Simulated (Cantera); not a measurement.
Input (Python, Cantera) and output of one run.

```python
import numpy as np
import cantera as ct

gas_names = """
    CL CL2 H HCL H2 Si SiCL SiCL2 SiCL3 SiCL4 SiH SiHCL3 SiH2 SiH2CL2 SiH3 SiH3CL SiH4 Si2 Si3
""".split()
cond_names = """
    Si(cr) Si(L)
""".split()


# ... load() reads the species with a 1 bar reference pressure and builds the phases ...
atoms = {
    'SiCl4': {'Si': 1, 'CL': 4},
    'H2': {'H': 2},
}
top_T = {}  # K; cautious upper limits of use, not melting points


# ... equilibrate(T, P, feed) seeds the gas with the atoms and calls Mixture.equilibrate('TP', solver="vcs", rtol=1e-11, max_steps=5000) ...
results = []
feed = {'SiCl4': 1, 'H2': 340}  # mol
P = 110000  # Pa
for T in [1023, 1123, 1223, 1323, 1423, 1523, 1623, 1723]:
    mix = equilibrate(T, P, feed)
    results.append((T, P, feed, dict(zip(mix.species_names, mix.species_moles))))

top = {s: max(r[3][s] / sum(r[3][g] for g in gas_names) for r in results) for s in gas_names}
cols = sorted((s for s in top if top[s] > 1e-05), key=lambda s: -top[s])[:7]
seen = [c for c in cond_names if any(r[3].get(c, 0) > 1e-12 for r in results)]
print("log10 of partial pressures in bar; condensed amounts in mol")
print(f"{'T/K':>10s}" + "".join(f"{s[:9]:>10s}" for s in cols + seen))
for T, P, feed, n in results:
    ng = sum(n[g] for g in gas_names)
    print(f"{T:10.4g}" + "".join(f"{np.log10(max(n[s] / ng * P / 1e5, 1e-99)):10.3f}" for s in cols)
          + "".join(f"{n.get(c, 0):10.4g}" for c in seen))
```

Output:

```
log10 of partial pressures in bar; condensed amounts in mol
       T/K        H2       HCL    SiHCL3     SiCL4     SiCL2   SiH2CL2         H    Si(cr)     Si(L)
      1023     0.039    -2.348    -2.817    -3.131    -4.485    -3.459    -8.364    0.1632         0
      1123     0.038    -2.105    -3.059    -3.436    -3.923    -3.594    -7.352    0.4739         0
      1223     0.037    -1.978    -3.485    -3.990    -3.606    -3.856    -6.503    0.7236         0
      1323     0.037    -1.935    -4.042    -4.720    -3.471    -4.209    -5.781    0.8268         0
      1423     0.036    -1.925    -4.599    -5.451    -3.408    -4.564    -5.159    0.8521         0
      1523     0.036    -1.924    -5.102    -6.112    -3.370    -4.885    -4.618    0.8541         0
      1623     0.036    -1.924    -5.548    -6.699    -3.341    -5.170    -4.142    0.8488         0
      1723     0.036    -1.923    -5.966    -7.240    -3.344    -5.447    -3.721         0     0.848
```

Method: chemical equilibrium by Gibbs-energy minimisation in Cantera with the NASA 1993 tables (ideal gas, pure condensed phases). The tables' values for SiCl3 are old estimates; treat these amounts as uncertain. Gases not in the tables: Si2H6 and higher silanes.
